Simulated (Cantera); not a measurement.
Feed: 1 mol HMDSO, 0.56 mol NO, 69 mol H2, 1.2 mol H2O, at 1098 K and 100000 Pa.

Cantera equilibrium calculation (NASA polynomials, part measured and part estimated; ideal gas, pure solids and liquids). Candidate condensed phases: C, C6H6, C7H8, C8H18, H2O, Si, SiC, SiO2, Si2N2O, Si3N4; 151 gas species. The feed counts by its element totals alone. Mutual solubility and eutectic melting of coexisting phases are not modelled. Rates play no part.

Base state: H2 0.966, CH4 0.0341 (mole fractions); condensed: C(graphite) + SiC(s) + SiO2(β-quartz) + Si2N2O(s).

Problem. What changes in the equilibrium state with this change: H2O from 1.2 to 14 mol?

Solution. 
| species | before | after |
|---|---|---|
| H2 | 0.966 | 0.880 |
| H2O | 2.89e-7 | 0.0556 |
| CO | 3.25e-6 | 0.0556 |
| CH4 | 0.0341 | 0.00229 |
| CO2 | <1e-9 | 0.00349 |
| N2 | 2.08e-9 | 0.00285 |
| NH3 | 1.39e-8 | 1.42e-5 |
| C(graphite), mol | 3.19 | 0 |
| SiC(s), mol | 0.200 | 0 |
| SiO2(β-quartz), mol | 1.24 | 2.00 |
| Si2N2O(s), mol | 0.280 | 0 |

Problem. What changes in the equilibrium state with this change: pressure from 100000 Pa to 2800 Pa?

Solution. 
```csv
species,before,after
H2,0.966,0.999
CH4,0.0341,0.00102
CO,3.25e-6,0.000116
"C(graphite), mol",3.19,5.71
"SiC(s), mol",0.200,0.205
"SiO2(β-quartz), mol",1.24,1.24
"Si2N2O(s), mol",0.280,0.280
```

Problem. What changes in the equilibrium state with this change: pressure from 100000 Pa to 1330 Pa?

Solution. 
```tsv
species	before	after
H2	0.966	0.999
CH4	0.0341	0.000486
CO	3.25e-6	0.000244
C(graphite), mol	3.19	5.73
SiC(s), mol	0.200	0.210
SiO2(β-quartz), mol	1.24	1.23
Si2N2O(s), mol	0.280	0.280
```
